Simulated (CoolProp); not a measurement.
Vapour-liquid equilibrium of acetone (1) + n-hexane (2) at 362.7 K; x and y are mole fractions of (1).

Model: multi-fluid Helmholtz-energy mixture model, Lemmon 2006 and Thol 2019; pair parameters Bell 2016, in CoolProp.

| x | bubble pressure (kPa) | y at the bubble point | dew pressure at overall composition x (kPa) | liquid density (mol/L) |
|---|---|---|---|---|
| 0.05 | 222.0 | 0.186 | 195.2 | 7.004 |
| 0.2 | 285.1 | 0.427 | 225.1 | 7.453 |
| 0.35 | 313.4 | 0.527 | 262.9 | 7.994 |
| 0.5 | 326.4 | 0.592 | 306.2 | 8.655 |
| 0.65 | 330.8 | 0.654 | 330.8 | 9.468 |
| 0.8 | 325.5 | 0.739 | 317.2 | 10.47 |
| 0.95 | 299.6 | 0.903 | 291.1 | 11.71 |

y crosses x between x = 0.65 and 0.8: the model has an azeotrope there.

The pair parameters rest on a limited set of measurements; away from them the model extrapolates.
